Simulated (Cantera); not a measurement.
A closed system holds: 1 mol SiCl4, 3.5 mol H2, equilibrated at 948 K and 6.40 bar.

These are equilibrium values from Cantera (NASA tables, ideal gas, pure condensed phases), not measurements of a reactor. Candidate condensed phases: Si; 19 gas species. The tables' values for SiCl3 are old estimates; treat these amounts as uncertain. Kinetics and transport are ignored.

Base state: H2 0.752, SiCl4 0.196, HCl 0.0262, SiHCl3 0.0254, SiH2Cl2 0.000333, SiCl3 9.95e-5 (mole fractions); condensed: gas only.

Question: What changes in the equilibrium state with this change: temperature from 948 K to 1300 K?

Answer: 
```json
[
 {"species": "H2", "before": "0.752", "after": "0.699"},
 {"species": "SiCl4", "before": "0.196", "after": "0.147"},
 {"species": "HCl", "before": "0.0262", "after": "0.0805"},
 {"species": "SiHCl3", "before": "0.0254", "after": "0.0580"},
 {"species": "SiCl2", "before": "1.70e-6", "after": "0.00338"},
 {"species": "SiCl3", "before": "9.95e-5", "after": "0.00914"},
 {"species": "SiH3Cl", "before": "1.09e-6", "after": "5.07e-5"},
 {"species": "SiH2Cl2", "before": "0.000333", "after": "0.00324"}
]
```
